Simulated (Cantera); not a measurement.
Transport properties of process gases

Gas mixture: 35.2 % H₂O, 24.9 % N₂O, 39.9 % CO₂, at 470 Pa, frozen composition.

Cantera's kinetic-theory transport with the Lennard-Jones parameters of GRI-Mech 3.0, ideal gas; thermal conductivity in the multicomponent form. Polar gases are described roughly by these parameters. The composition is frozen, though it would react at the higher temperatures.

```csv
T (K),ρ (kg/m³),cp (J/kg/K),μ (µPa s),λ (mW/m/K),Pr,D (cm²/s) NH₃,D (cm²/s) H₂,D (cm²/s) OH
400,0.00493,1124,18.3,29.8,0.691,65.2,257,102
500,0.00394,1194,22.5,38.9,0.690,101,379,151
600,0.00328,1255,26.4,48.0,0.689,144,518,208
700,0.00281,1308,30.1,57.1,0.688,193,673,272
800,0.00246,1354,33.5,66.1,0.687,248,843,341
900,0.00219,1396,36.9,75.0,0.686,309,1030,417
1000,0.00197,1433,40.1,83.8,0.685,374,1230,498
1100,0.00179,1465,43.1,92.4,0.684,445,1440,585
1200,0.00164,1494,46.1,101,0.683,520,1660,678
```
D: mixture-averaged diffusion coefficient of that species in the mixture.
